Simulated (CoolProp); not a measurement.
Saturation properties of octamethylcyclotetrasiloxane (D4).

Values from CoolProp's reference Helmholtz-energy equation of state, Thol 2015.

```csv
T (K),p (kPa),enthalpy of vaporisation (kJ/kg),surface tension (mN/m)
299.6,0.1496,185.0,17.9
315.9,0.4582,179.0,16.7
332.1,1.211,173.1,15.5
348.4,2.859,167.3,14.3
364.6,6.079,161.7,13.1
380.8,11.88,156.0,12.0
397.1,21.68,150.2,10.9
413.3,37.08,144.4,9.74
429.5,60.18,138.4,8.65
445.8,93.61,132.1,7.58
462,139.7,125.6,6.54
478.3,202.0,118.5,5.52
494.5,283.3,111.0,4.54
```

It boils at 448.9 K under 1 atm.

Surface tension comes from a separate correlation (Mulero 2014), older than this fluid's equation and unchecked against measurements.
